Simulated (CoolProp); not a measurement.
Hexamethyldisiloxane (MM) at several states: fugacity coefficient from the reference equation and from simpler models built on Tc = 245.6 °C, pc = 1.931 MPa, ω = 0.418; each cubic takes its own stable root.

The numbers come from the reference Helmholtz-energy equation of state, Thol 2016 in CoolProp.

| T (°C) | p (MPa) | phase | reference |
|---|---|---|---|
| -6.75 | 5.22 | liquid | 0.0002703 |
| 168.45 | 1.62 | liquid | 0.2877 |
| 318.85 | 0.107 | gas | 0.9878 |
| -46.85 | 0.0299 | liquid | 0.001095 |

Question: How far does each simpler model (van der Waals, Soave-Redlich-Kwong, Peng-Robinson) lie from the reference over these 4 states: mean and median of the absolute difference, and the worst?

Answer: 
- van der Waals: mean 17384.2 %, median 4749.8 %, worst +60037.0 % at -46.85 °C and 0.0299 MPa
- Soave-Redlich-Kwong: mean 3.7 %, median 4.2 %, worst +6.3 % at -46.85 °C and 0.0299 MPa
- Peng-Robinson: mean 9.3 %, median 4.5 %, worst +28.1 % at -46.85 °C and 0.0299 MPa
